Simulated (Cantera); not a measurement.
Input: 1 mol C2H4, a varied amount of CO2, equilibrated at 2175 K and 345 Torr.

Equilibrium computed with Cantera from the NASA thermochemical tables; the gas is ideal and each condensed phase is pure. Candidate condensed phases: C, C6H6, C7H8, C8H18, H2O; 110 gas species. Kinetics and transport are ignored.

Task: Which condensed phases are stable at each of these points (n(CO2) (mol)): 0.39, 0.81, 1.2, 1.7, 2.1, 2.5, 2.9, 3.3, 3.8, 4.2, 4.6, 5?

Result: 
| n(CO2) (mol) | condensed phases | C condensed (%) |
|---|---|---|
| 0.39 | C(graphite) | 67.0 |
| 0.81 | C(graphite) | 42.0 |
| 1.2 | C(graphite) | 24.7 |
| 1.7 | C(graphite) | 7.9 |
| 2.1 | gas only | 0.0 |
| 2.5 | gas only | 0.0 |
| 2.9 | gas only | 0.0 |
| 3.3 | gas only | 0.0 |
| 3.8 | gas only | 0.0 |
| 4.2 | gas only | 0.0 |
| 4.6 | gas only | 0.0 |
| 5 | gas only | 0.0 |

From 0.39 mol CO2 to 1.7 mol CO2 the condensed part is C(graphite). From 2.1 mol CO2 to 5 mol CO2 nothing is condensed.
